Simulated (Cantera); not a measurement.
## Stirred combustor or abatement burner

A perfectly stirred reactor is fed with CH4 : CO : O2 : N2 : CO2 = 1 : 0.99 : 6.24 : 23.5 : 3.6 (molar parts), at 4.93 atm; it is adiabatic with a 775 K inlet, and is followed from long to short residence time, starting on the burning branch (τ in s: 0.15, 0.081, 0.042, 0.022, 0.012, 0.006, 0.0032, 0.0016, 0.00086, 0.00045, 0.00024, 0.00012, 6.4e-05).

Detailed kinetics in Cantera: GRI-Mech 3.0 (53 species, 325 reactions).

```
τ (s)    T (K)     x CH4      x CO   x O2   x CH2O      x H2  x CO2
-------  -----  --------  --------  -----  -------  --------  -----
0.15      1592   6.62e-6  0.000186  0.108  6.53e-7   4.65e-6  0.160
0.081     1591   1.01e-5  0.000289  0.108  1.01e-6   7.07e-6  0.160
0.042     1590   1.60e-5  0.000462  0.108  1.61e-6   1.12e-5  0.160
0.022     1587   2.49e-5  0.000734  0.108  2.56e-6   1.77e-5  0.160
0.012     1584   3.80e-5   0.00114  0.108  3.98e-6   2.75e-5  0.159
0.0060    1577   6.24e-5   0.00189  0.108  6.67e-6   4.61e-5  0.158
0.0032    1568  0.000100   0.00303  0.109  1.09e-5   7.48e-5  0.157
0.0016    1549  0.000179   0.00529  0.110  1.96e-5  0.000132  0.154
0.00086   1511  0.000371   0.00984  0.113  4.01e-5  0.000255  0.149
0.00045    775    0.0283    0.0280  0.177   <1e-12    <1e-12  0.102
0.00024    775    0.0283    0.0280  0.177   <1e-12    <1e-12  0.102
0.00012    775    0.0283    0.0280  0.177   <1e-12    <1e-12  0.102
6.4e-5     775    0.0283    0.0280  0.177   <1e-12    <1e-12  0.102
```
x: mole fraction; the columns are a selection and need not sum to one.
